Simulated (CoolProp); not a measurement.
Vapour-liquid equilibrium of toluene (1) + ethylbenzene (2) at 309.5 K; x and y are mole fractions of (1).

Computed with CoolProp (multi-fluid Helmholtz-energy mixture model, Lemmon 2006 and Zhou 2012; pair parameters Bell 2016).

```json
[
 {"x": "0.05", "bubble pressure (MPa)": "?", "y at the bubble point": "?", "dew pressure at overall composition x (MPa)": "0.002462", "liquid density (mol/L)": "8.084"},
 {"x": "0.2", "bubble pressure (MPa)": "0.003229", "y at the bubble point": "?", "dew pressure at overall composition x (MPa)": "0.002739", "liquid density (mol/L)": "?"},
 {"x": "0.35", "bubble pressure (MPa)": "0.003826", "y at the bubble point": "0.590", "dew pressure at overall composition x (MPa)": "0.003081", "liquid density (mol/L)": "8.423"},
 {"x": "0.5", "bubble pressure (MPa)": "0.004434", "y at the bubble point": "0.728", "dew pressure at overall composition x (MPa)": "0.003510", "liquid density (mol/L)": "8.602"},
 {"x": "0.65", "bubble pressure (MPa)": "?", "y at the bubble point": "0.835", "dew pressure at overall composition x (MPa)": "0.004069", "liquid density (mol/L)": "?"},
 {"x": "0.8", "bubble pressure (MPa)": "?", "y at the bubble point": "0.919", "dew pressure at overall composition x (MPa)": "0.004840", "liquid density (mol/L)": "?"},
 {"x": "0.95", "bubble pressure (MPa)": "0.006429", "y at the bubble point": "0.983", "dew pressure at overall composition x (MPa)": "0.006045", "liquid density (mol/L)": "9.175"}
]
```

### Question
Fill in the missing entries.

### Answer

- 0.05, bubble pressure (MPa): 0.002605
- 0.05, y at the bubble point: 0.131
- 0.2, y at the bubble point: 0.406
- 0.2, liquid density (mol/L): 8.250
- 0.65, bubble pressure (MPa): 0.005071
- 0.65, liquid density (mol/L): 8.788
- 0.8, bubble pressure (MPa): 0.005740
- 0.8, liquid density (mol/L): 8.979

No azeotrope shows between x = 0.05 and 0.95.

The pair parameters rest on a limited set of measurements; away from them the model extrapolates.
